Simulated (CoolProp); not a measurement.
A single-stage vapour-compression cycle with hydrogen sulfide: evaporating at 302.15 K (dew point), condensing at 345.15 K (bubble point), superheat 0 K, subcooling 5 K, compressor efficiency 0.6, no pressure losses. Each further row changes one setting.

The numbers come from the reference Helmholtz-energy equation of state, Lemmon 2006 in CoolProp. It is a short technical equation, of lower accuracy than the large ones.

```tsv
case	cooling COP	pressure ratio	discharge temperature (K)	refrigerating effect (kJ/kg)	volumetric capacity (kJ/m³)
as stated	3.16	2.47	409.7	313	11700
evaporating temperature 307.15 K	?	?	399.9	313	?
condensing temperature 340.15 K	3.73	2.25	397.3	327	12200
subcooling 10 K	3.31	2.47	409.7	327	?
superheat 10 K	?	2.47	?	?	?
compressor efficiency 0.5	2.64	2.47	423.8	313	11700
```

Question: Complete the blanks.

Answer: 
- evaporating temperature 307.15 K, cooling COP: 3.70
- evaporating temperature 307.15 K, pressure ratio: 2.19
- evaporating temperature 307.15 K, volumetric capacity (kJ/m³): 13200
- subcooling 10 K, volumetric capacity (kJ/m³): 12300
- superheat 10 K, cooling COP: 3.11
- superheat 10 K, discharge temperature (K): 424.8
- superheat 10 K, refrigerating effect (kJ/kg): 328
- superheat 10 K, volumetric capacity (kJ/m³): 11500
